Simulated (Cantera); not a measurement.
A freely propagating, adiabatic, planar premixed flame of H₂ : O₂ : N₂ = 1 : 0.581 : 2.67 (molar parts), equivalence ratio 0.86, unburnt at 550 K and 743 Torr; mixture-averaged transport, grid criteria slope 0.08 and curve 0.16, no radiation.

Computed with Cantera and the H2/O2 subset of GRI-Mech 3.0, which has no nitrogen chemistry. Burning velocities carry a grid error of a few per cent, more on coarse grids.

**Question.** How do the results move with these cheaper or finer settings: unity-Lewis-number transport; multicomponent transport; multicomponent+Soret transport; grid criteria slope 0.5, curve 1; grid criteria slope 0.25, curve 0.5; grid criteria slope 0.03, curve 0.06?

**Answer.** 
| setting | laminar burning velocity | thermal thickness | peak x(HO₂) | peak x(OH) | grid points |
|---|---|---|---|---|---|
| as above | 446 cm/s | 0.476 mm | 0.000293 | 0.0128 | 124 |
| unity-Lewis-number transport | 316 cm/s | 0.359 mm | 0.000223 | 0.0130 | 112 |
| multicomponent transport | 439 cm/s | 0.473 mm | 0.000294 | 0.0128 | 124 |
| multicomponent+Soret transport | 411 cm/s | 0.466 mm | 0.000293 | 0.0127 | 124 |
| grid criteria slope 0.5, curve 1 | 530 cm/s | 0.588 mm | 0.000260 | 0.0129 | 37 |
| grid criteria slope 0.25, curve 0.5 | 477 cm/s | 0.519 mm | 0.000280 | 0.0127 | 54 |
| grid criteria slope 0.03, curve 0.06 | 439 cm/s | 0.467 mm | 0.000296 | 0.0128 | 271 |
Unity Lewis numbers drop preferential diffusion, which matters most where H2 and H carry the flame; Soret adds thermal diffusion.
